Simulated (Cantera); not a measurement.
What does this Cantera script print?

```python
import numpy as np
import cantera as ct

gas = ct.Solution("gri30.yaml")
gas.TPX = 1675, 101325, {'CH4': 1, 'O2': 3.7, 'N2': 25.9}
reactor = ct.IdealGasReactor(gas, energy="on", clone=False)
net = ct.ReactorNet([reactor])
net.rtol, net.atol = 1e-08, 1e-16
show = ['CH4', 'O2', 'CH2CO', 'H', 'O', 'CO2', 'HCN']
times = np.geomspace(7e-06, 1, 15)

steps = ct.SolutionArray(gas, extra=["t"])
rows = []
print(f"{'t/s':>10s}{'T/K':>9s}{'P/Pa':>11s}" + "".join(f"{s:>11s}" for s in show))
for t in times:
    while net.time < t:
        t_next = net.step()
        steps.append(gas.state, t=t_next)
    rows.append([np.interp(t, steps.t, y) for y in (steps.T, steps.P, *steps(*show).X.T)])
    print(f"{t:10.3e}{rows[-1][0]:9.1f}{rows[-1][1]:11.4g}" + "".join(f"{x:11.3e}" for x in rows[-1][2:]))
rate = np.gradient(steps.T, steps.t)
print("integrator steps:", len(steps.t))
if steps.T.max() > steps.T[0] + 200:
    print(f"time of steepest temperature rise: {steps.t[rate.argmax()]:.4e} s")
gas.TPX = 1675, 101325, {'CH4': 1, 'O2': 3.7, 'N2': 25.9}
gas.equilibrate("UV")
print(f"equilibrium (UV): T = {gas.T:.1f} K  " + "  ".join(f"{s} {gas[s].X[0]:.3e}" for s in show))
```

It prints:

```
       t/s      T/K       P/Pa        CH4         O2      CH2CO          H          O        CO2        HCN
 7.000e-06   1675.0  1.013e+05  3.267e-02  1.209e-01  1.595e-15  1.147e-07  9.721e-08  1.114e-10  5.160e-16
 1.634e-05   1674.9  1.013e+05  3.267e-02  1.209e-01  1.162e-13  1.305e-07  1.286e-07  1.008e-09  3.324e-15
 3.815e-05   1674.9  1.013e+05  3.264e-02  1.209e-01  8.807e-12  1.800e-07  2.194e-07  1.105e-08  2.202e-14
 8.907e-05   1674.8  1.013e+05  3.252e-02  1.208e-01  1.060e-09  4.097e-07  5.640e-07  1.891e-07  1.848e-13
 2.079e-04   1677.8  1.015e+05  3.146e-02  1.202e-01  4.640e-07  4.065e-06  3.561e-06  8.734e-06  7.505e-12
 4.854e-04   2324.0  1.425e+05  1.814e-18  5.497e-02  3.110e-20  3.101e-03  6.994e-03  2.441e-02  1.989e-12
 1.133e-03   2459.9  1.496e+05  4.237e-19  5.442e-02  3.336e-21  6.256e-04  2.455e-03  2.917e-02  2.232e-12
 2.646e-03   2462.2  1.497e+05  3.935e-19  5.394e-02  2.857e-21  5.699e-04  2.293e-03  2.938e-02  2.513e-12
 6.177e-03   2458.0  1.495e+05  3.816e-19  5.300e-02  2.713e-21  5.566e-04  2.226e-03  2.942e-02  3.062e-12
 1.442e-02   2451.4   1.49e+05  3.631e-19  5.152e-02  2.492e-21  5.360e-04  2.124e-03  2.948e-02  3.774e-12
 3.366e-02   2445.1  1.486e+05  3.462e-19  5.015e-02  2.295e-21  5.174e-04  2.031e-03  2.954e-02  4.296e-12
 7.859e-02   2443.1  1.485e+05  3.409e-19  4.970e-02  2.233e-21  5.114e-04  2.001e-03  2.956e-02  4.441e-12
 1.835e-01   2443.0  1.485e+05  3.406e-19  4.968e-02  2.230e-21  5.112e-04  2.000e-03  2.956e-02  4.447e-12
 4.283e-01   2443.0  1.485e+05  3.406e-19  4.968e-02  2.230e-21  5.112e-04  2.000e-03  2.956e-02  4.447e-12
 1.000e+00   2443.0  1.485e+05  3.406e-19  4.968e-02  2.230e-21  5.112e-04  2.000e-03  2.956e-02  4.447e-12
integrator steps: 1760
time of steepest temperature rise: 3.4272e-04 s
equilibrium (UV): T = 2443.0 K  CH4 5.049e-19  O2 4.968e-02  CH2CO 2.835e-21  H 5.112e-04  O 2.000e-03  CO2 2.956e-02  HCN 4.447e-12
```

Model: GRI-Mech 3.0 (53 species, 325 reactions), integrated in Cantera.
